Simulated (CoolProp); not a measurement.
Vapour-liquid equilibrium of carbon dioxide (1) + R143a (2) at 0.705 MPa; x and y are mole fractions of (1).

The numbers come from the multi-fluid Helmholtz-energy mixture model, Span 1996 and Lemmon and Jacobsen 2000; pair parameters Bell 2016 in CoolProp.

Question: Give the bubble temperature and the first vapour's composition at x = 0.275, 0.65, 0.8. Is there an azeotrope?

Answer: x = 0.275: -22.6 °C, y = 0.678; x = 0.65: -41.1 °C, y = 0.917; x = 0.8: -44.9 °C, y = 0.955. No azeotrope shows between x = 0.05 and 0.95.

The pair parameters rest on a limited set of measurements; away from them the model extrapolates. The gap from Raoult's law changes sign with composition, which may be real or a fault of the pair parameters; it wasn't checked against measurements.
